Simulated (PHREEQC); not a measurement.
A solution holds 0.0032 mol/kgw HCl, 0.057 mol/kgw LiCl and 4.1e-05 mol/kgw MgSO4, at 25 °C. Closed to the air; pH follows from the charge balance.

Model: ion-association model, wateq4f.dat, run in PHREEQC.

No solid was allowed to form.

Q: Order these S species by the share of S that they hold, largest first: MgSO4, SO4-2, HSO4-, LiSO4-.

A: SO4-2 (80 %), HSO4- (11 %), LiSO4- (8.8 %), MgSO4 (0.15 %)

The pH is 2.57 and the ionic strength 0.0604 mol/kgw.
